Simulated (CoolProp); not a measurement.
A single-stage vapour-compression cycle with R407C: evaporating at 291.15 K (dew point), condensing at 346.15 K (bubble point), superheat 10 K, subcooling 0 K, compressor efficiency 0.75, no pressure losses. Each further row changes one setting.

The numbers come from the reference Helmholtz-energy equation of state, Lemmon 2003 in CoolProp. It is a pseudo-pure fit of the blend.

```json
[
 {"case": "as stated", "cooling COP": "2.12", "pressure ratio": "4.39", "discharge temperature (K)": "382.9", "refrigerating effect (kJ/kg)": "106", "volumetric capacity (kJ/m³)": "3530"},
 {"case": "evaporating temperature 296.15 K", "cooling COP": "2.43", "pressure ratio": "3.78", "discharge temperature (K)": "380.6", "refrigerating effect (kJ/kg)": "108", "volumetric capacity (kJ/m³)": "4190"},
 {"case": "condensing temperature 341.15 K", "cooling COP": "2.51", "pressure ratio": "3.96", "discharge temperature (K)": "376.6", "refrigerating effect (kJ/kg)": "117", "volumetric capacity (kJ/m³)": "3890"},
 {"case": "subcooling 5 K", "cooling COP": "2.36", "pressure ratio": "4.39", "discharge temperature (K)": "382.9", "refrigerating effect (kJ/kg)": "118", "volumetric capacity (kJ/m³)": "3930"},
 {"case": "superheat 20 K", "cooling COP": "2.19", "pressure ratio": "4.39", "discharge temperature (K)": "392.9", "refrigerating effect (kJ/kg)": "116", "volumetric capacity (kJ/m³)": "3660"},
 {"case": "compressor efficiency 0.65", "cooling COP": "1.84", "pressure ratio": "4.39", "discharge temperature (K)": "388.6", "refrigerating effect (kJ/kg)": "106", "volumetric capacity (kJ/m³)": "3530"}
]
```
